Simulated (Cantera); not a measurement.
What does this Cantera script print?

```python
import numpy as np
import cantera as ct

gas_names = [...]  # 151 gases of nasa_gas.yaml made of C, H, N, O, Si
cond_names = """
    C(gr) C6H6(L) C7H8(L) C8H18(L),n-octa H2O(s) H2O(L) Si(cr) Si(L) SiC(b) SiO2(Lqz) SiO2(hqz) SiO2(L)
    Si2N2O(s) Si3N4(a)
""".split()


# ... load() reads the species with a 1 bar reference pressure and builds the phases ...
atoms = {
    'Si3N4': {'Si': 3, 'N': 4},
    'CO2': {'C': 1, 'O': 2},
    'H2': {'H': 2},
}
top_T = {'C(gr)': 4500, 'SiC(b)': 3050, 'Si2N2O(s)': 2100, 'Si3N4(a)': 2400}  # K; cautious upper limits of use, not melting points


# ... equilibrate(T, P, feed) seeds the gas with the atoms and calls Mixture.equilibrate('TP', solver="vcs", rtol=1e-11, max_steps=5000) ...
results = []
feed = {'Si3N4': 1, 'CO2': 1.8, 'H2': 7.5}  # mol
P = 26000  # Pa
for T in [1798, 1823, 1848, 1873, 1898, 1923, 1948, 1973, 1998, 2023]:
    mix = equilibrate(T, P, feed)
    results.append((T, P, feed, dict(zip(mix.species_names, mix.species_moles))))
    x = sorted(zip(gas.X, gas.species_names), reverse=True)
    print(f"T = {T:g} K  P = {P:g} Pa  gas = {mix.phase_moles(0):.4g} mol")
    print("   x: " + "  ".join(f"{s} {v:.3e}" for v, s in x if v > 1e-06))
    print("   condensed (mol): " + ("  ".join(f"{mix.phase(i).name} {mix.phase_moles(i):.4g}"
          for i in range(1, mix.n_phases) if mix.phase_moles(i) > 1e-12) or "none"))
```

Result:

```
T = 1798 K  P = 26000 Pa  gas = 10.24 mol
   x: H2 7.319e-01  CO 1.757e-01  N2 6.674e-02  SiO 2.469e-02  H 5.907e-04  H2O 2.405e-04  HCN 5.381e-05  CO2 1.515e-05  CH4 4.320e-06  HNC 2.033e-06  NH3 1.233e-06
   condensed (mol): SiO2(L) 0.1144  Si2N2O(s) 1.316
T = 1823 K  P = 26000 Pa  gas = 10.43 mol
   x: H2 7.182e-01  CO 1.725e-01  N2 7.013e-02  SiO 3.816e-02  H 7.201e-04  H2O 2.473e-04  HCN 5.107e-05  CO2 1.518e-05  CH4 3.175e-06  HNC 2.039e-06  NH3 1.167e-06
   condensed (mol): SiO2(L) 0.06588  Si2N2O(s) 1.268
T = 1848 K  P = 26000 Pa  gas = 10.7 mol
   x: H2 7.004e-01  CO 1.682e-01  N2 7.457e-02  SiO 5.571e-02  H 8.702e-04  H2O 2.339e-04  HCN 5.218e-05  CO2 1.401e-05  CH4 2.488e-06  HNC 2.199e-06  SiH2 1.341e-06  Si 1.111e-06  NH3 1.102e-06
   condensed (mol): Si2N2O(s) 1.202
T = 1873 K  P = 26000 Pa  gas = 10.71 mol
   x: H2 6.999e-01  CO 1.680e-01  N2 7.470e-02  SiO 5.609e-02  H 1.059e-03  HCN 1.170e-04  H2O 1.040e-04  CO2 6.081e-06  HNC 5.197e-06  CH4 4.597e-06  SiH2 3.314e-06  Si 3.274e-06  SiH 1.302e-06  NH3 1.049e-06
   condensed (mol): Si2N2O(s) 1.2
T = 1898 K  P = 26000 Pa  gas = 10.71 mol
   x: H2 6.993e-01  CO 1.678e-01  N2 7.480e-02  SiO 5.650e-02  H 1.282e-03  HCN 2.562e-04  H2O 4.732e-05  HNC 1.198e-05  Si 9.371e-06  CH4 8.339e-06  SiH2 7.987e-06  C2H2,acetylene 3.540e-06  SiH 3.487e-06  CO2 2.702e-06  NH3 1.000e-06
   condensed (mol): Si2N2O(s) 1.197
T = 1923 K  P = 26000 Pa  gas = 10.9 mol
   x: H2 6.869e-01  CO 1.605e-01  N2 8.209e-02  SiO 6.852e-02  H 1.531e-03  HCN 3.438e-04  H2O 3.435e-05  Si 1.976e-05  HNC 1.689e-05  SiH2 1.401e-05  CH4 8.676e-06  SiH 6.836e-06  C2H2,acetylene 5.617e-06  CO2 1.868e-06
   condensed (mol): SiC(b) 0.04631  Si2N2O(s) 1.103
T = 1948 K  P = 26000 Pa  gas = 11.27 mol
   x: H2 6.641e-01  CO 1.470e-01  N2 9.580e-02  SiO 9.090e-02  H 1.806e-03  HCN 3.476e-04  Si 3.486e-05  H2O 3.190e-05  SiH2 2.030e-05  HNC 1.793e-05  SiH 1.114e-05  CH4 6.470e-06  C2H2,acetylene 4.761e-06  SiN 1.627e-06  CO2 1.608e-06
   condensed (mol): SiC(b) 0.1387  Si2N2O(s) 0.9178
T = 1973 K  P = 26000 Pa  gas = 11.76 mol
   x: H2 6.366e-01  CO 1.307e-01  SiO 1.178e-01  N2 1.123e-01  H 2.111e-03  HCN 3.486e-04  Si 6.106e-05  SiH2 2.910e-05  H2O 2.871e-05  HNC 1.885e-05  SiH 1.797e-05  CH4 4.737e-06  C2H2,acetylene 3.956e-06  SiN 2.899e-06  Si2N 1.965e-06  Si2C 1.491e-06  CO2 1.315e-06
   condensed (mol): SiC(b) 0.2584  Si2N2O(s) 0.6776
T = 1998 K  P = 26000 Pa  gas = 12.38 mol
   x: H2 6.045e-01  SiO 1.491e-01  N2 1.315e-01  CO 1.118e-01  H 2.446e-03  HCN 3.439e-04  Si 1.068e-04  SiH2 4.143e-05  SiH 2.886e-05  H2O 2.490e-05  HNC 1.947e-05  SiN 5.166e-06  Si2N 4.437e-06  CH4 3.380e-06  C2H2,acetylene 3.184e-06  Si2C 2.903e-06  CO2 1.007e-06
   condensed (mol): SiC(b) 0.4116  Si2N2O(s) 0.37
T = 2023 K  P = 26000 Pa  gas = 13.12 mol
   x: H2 5.699e-01  SiO 1.829e-01  N2 1.522e-01  CO 9.143e-02  H 2.812e-03  HCN 3.327e-04  Si 1.863e-04  SiH2 5.863e-05  SiH 4.613e-05  H2O 2.071e-05  HNC 1.970e-05  Si2N 1.000e-05  SiN 9.141e-06  Si2C 5.622e-06  C2H2,acetylene 2.498e-06  CH4 2.364e-06  Si2 1.737e-06
   condensed (mol): SiC(b) 0.5955
```

Cantera equilibrium calculation (NASA polynomials, part measured and part estimated; ideal gas, pure solids and liquids). Mutual solubility and eutectic melting of coexisting phases are not modelled. The tables hold silica as quartz up to 1696 K and as liquid above; real silica turns to tridymite and cristobalite and melts near 1996 K. Gases not in the tables: Si2H6 and higher silanes.
